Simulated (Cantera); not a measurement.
# Thermodynamics of hydrogen reduction and annealing atmospheres, feed NiS + H2 + N2

Charge: 1 mol NiS, 640 mol H2, 13 mol N2, at 500 °C and 36.0 Pa.

Cantera equilibrium calculation (NASA polynomials, part measured and part estimated; ideal gas, pure solids and liquids). Candidate condensed phases: Ni, NiS, NiS2, Ni3S2, Ni3S4, S; 17 gas species. Kinetics and transport are ignored.

```
Item                                   Result
----------------------------------  ---------
x(H2)                                   0.980
x(N2)                                  0.0199
x(H2S)                               0.000510
n(Ni3S2(s))                         0.333 mol
gas amount                          653.0 mol
log10 activity of Ni(s) (absent)        -0.07
log10 activity of NiS(s) (absent)       -1.18
log10 activity of NiS2(s) (absent)      -5.65
```
